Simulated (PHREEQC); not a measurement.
Solution (80 °C): 3.2 mmol/kgw H2SO4 and 4.6 mmol/kgw AlCl3. Closed to the air; pH follows from the charge balance.

Computed with PHREEQC (ion-association model, wateq4f.dat).

The ionic strength comes out as 0.0248 mol/kgw. What activity coefficients do Cl-, AlOH+2, HSO4-, Al(SO4)2-, H+ get?

Cl- 0.84, AlOH+2 0.52, HSO4- 0.85, Al(SO4)2- 0.85, H+ 0.87.

Precipitation was switched off in this run. At this temperature some constants are extrapolated from 25 °C, and those without enthalpy data are left unchanged.
